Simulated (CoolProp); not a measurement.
Methanol at 293.15 K and 0.009 MPa flows at 0.72 m/s in a round tube of 1 mm bore and 0.25 µm roughness, fully developed (64/Re and Nu = 3.66 if laminar; Colebrook and Gnielinski if turbulent). Each further row changes one setting.

The numbers come from the reference Helmholtz-energy equation of state, de Reuck 1993 in CoolProp.

| case | Reynolds number | Darcy friction factor | pressure drop (Pa/m) | heat-transfer coefficient (W/(m² K)) | mass flow (kg/h) |
|---|---|---|---|---|---|
| as stated | 9.09 | 7.04 | 218 | 53.7 | 0.000243 |
| velocity 1.44 m/s | 18.2 | 3.52 | 437 | 53.7 | 0.000487 |
| diameter 2 mm | 18.2 | 3.52 | 54.6 | 26.9 | 0.000974 |

Viscosity comes from a separate model (Xiang 2006). Thermal conductivity comes from a separate model (Sykioti 2013).
